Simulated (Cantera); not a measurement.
A perfectly stirred reactor is fed with CH4 : O2 : N2 = 1 : 4 : 15 (molar parts), equivalence ratio 0.50, at 200000 Pa; it is adiabatic with a 300 K inlet, and is followed from long to short residence time, starting on the burning branch (τ in s: 0.074, 0.031, 0.013, 0.0057, 0.0024, 0.001, 0.00044, 0.00019, 8e-05).

Model: GRI-Mech 3.0 (53 species, 325 reactions), integrated in Cantera.

What does this change do: CH4 1 to 0.7 parts?


```json
[
 {"quantity": "blow-out, bracketed by the residence times tried", "before": "burning at 5.70 ms, out at 2.40 ms", "after": "not reached"},
 {"quantity": "x(CH4) at τ = 74.0 ms", "before": "3.81e-5", "after": "0.0355"},
 {"quantity": "x(O2) at τ = 74.0 ms", "before": "0.100", "after": "0.203"},
 {"quantity": "x(H2) at τ = 74.0 ms", "before": "2.81e-5", "after": "<1e-12"},
 {"quantity": "x(NO) at τ = 74.0 ms", "before": "1.24e-6", "after": "<1e-12"},
 {"quantity": "x(CO2) at τ = 74.0 ms", "before": "0.0495", "after": "<1e-12"},
 {"quantity": "x(CH4) at τ = 2.40 ms", "before": "0.0500", "after": "0.0355"},
 {"quantity": "x(O2) at τ = 2.40 ms", "before": "0.200", "after": "0.203"},
 {"quantity": "x(H2) at τ = 2.40 ms", "before": "<1e-12", "after": "<1e-12"},
 {"quantity": "x(NO) at τ = 2.40 ms", "before": "<1e-12", "after": "<1e-12"},
 {"quantity": "x(CO2) at τ = 2.40 ms", "before": "<1e-12", "after": "<1e-12"},
 {"quantity": "state", "before": "not reached", "after": "not burning at any residence time tried"}
]
```

What does this change do: 0.032 parts H2 added?


```json
[
 {"quantity": "blow-out, bracketed by the residence times tried", "before": "burning at 5.70 ms, out at 2.40 ms", "after": "burning at 2.40 ms, out at 1.00 ms"},
 {"quantity": "x(CH4) at τ = 74.0 ms", "before": "3.81e-5", "after": "3.56e-5"},
 {"quantity": "x(O2) at τ = 74.0 ms", "before": "0.100", "after": "0.0993"},
 {"quantity": "x(H2) at τ = 74.0 ms", "before": "2.81e-5", "after": "2.97e-5"},
 {"quantity": "x(NO) at τ = 74.0 ms", "before": "1.24e-6", "after": "1.35e-6"},
 {"quantity": "x(CO2) at τ = 74.0 ms", "before": "0.0495", "after": "0.0495"},
 {"quantity": "x(CH4) at τ = 2.40 ms", "before": "0.0500", "after": "0.000563"},
 {"quantity": "x(O2) at τ = 2.40 ms", "before": "0.200", "after": "0.103"},
 {"quantity": "x(H2) at τ = 2.40 ms", "before": "<1e-12", "after": "0.000467"},
 {"quantity": "x(NO) at τ = 2.40 ms", "before": "<1e-12", "after": "3.08e-7"},
 {"quantity": "x(CO2) at τ = 2.40 ms", "before": "<1e-12", "after": "0.0430"}
]
```
